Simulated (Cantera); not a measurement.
# Chlorosilane synthesis and conversion: SiCl4 + HCl + H2

A closed system holds: 1 mol SiCl4, 0.86 mol HCl, 16 mol H2, equilibrated at 21000 Pa.

These are equilibrium values from Cantera (NASA tables, ideal gas, pure condensed phases), not measurements of a reactor. Candidate condensed phases: Si; 19 gas species. The tables' values for SiCl3 are old estimates; treat these amounts as uncertain. Kinetics and transport are ignored.

```json
[
 {"T (K)": "500", "x H2": "0.896", "x HCl": "0.0482", "x SiCl4": "0.0560", "x SiCl2": "<1e-12", "x SiHCl3": "1.66e-6"},
 {"T (K)": "575", "x H2": "0.896", "x HCl": "0.0482", "x SiCl4": "0.0560", "x SiCl2": "<1e-12", "x SiHCl3": "1.55e-5"},
 {"T (K)": "650", "x H2": "0.896", "x HCl": "0.0482", "x SiCl4": "0.0559", "x SiCl2": "<1e-12", "x SiHCl3": "8.43e-5"},
 {"T (K)": "725", "x H2": "0.896", "x HCl": "0.0485", "x SiCl4": "0.0557", "x SiCl2": "3.98e-11", "x SiHCl3": "0.000317"},
 {"T (K)": "800", "x H2": "0.895", "x HCl": "0.0491", "x SiCl4": "0.0551", "x SiCl2": "4.25e-9", "x SiHCl3": "0.000908"},
 {"T (K)": "875", "x H2": "0.894", "x HCl": "0.0503", "x SiCl4": "0.0539", "x SiCl2": "1.92e-7", "x SiHCl3": "0.00210"},
 {"T (K)": "950", "x H2": "0.892", "x HCl": "0.0524", "x SiCl4": "0.0518", "x SiCl2": "4.40e-6", "x SiHCl3": "0.00405"},
 {"T (K)": "1025", "x H2": "0.888", "x HCl": "0.0555", "x SiCl4": "0.0487", "x SiCl2": "5.84e-5", "x SiHCl3": "0.00670"},
 {"T (K)": "1100", "x H2": "0.884", "x HCl": "0.0604", "x SiCl4": "0.0444", "x SiCl2": "0.000484", "x SiHCl3": "0.00958"},
 {"T (K)": "1175", "x H2": "0.876", "x HCl": "0.0686", "x SiCl4": "0.0381", "x SiCl2": "0.00254", "x SiHCl3": "0.0115"},
 {"T (K)": "1250", "x H2": "0.862", "x HCl": "0.0822", "x SiCl4": "0.0296", "x SiCl2": "0.00828", "x SiHCl3": "0.0111"},
 {"T (K)": "1325", "x H2": "0.845", "x HCl": "0.101", "x SiCl4": "0.0197", "x SiCl2": "0.0179", "x SiHCl3": "0.00848"},
 {"T (K)": "1400", "x H2": "0.827", "x HCl": "0.119", "x SiCl4": "0.0109", "x SiCl2": "0.0289", "x SiHCl3": "0.00536"}
]
```
x: gas mole fraction; nothing condenses.

From 500 K to 1400 K nothing is condensed. The main Si-bearing gas is SiCl4 at 500 K and SiCl2 at 1400 K.
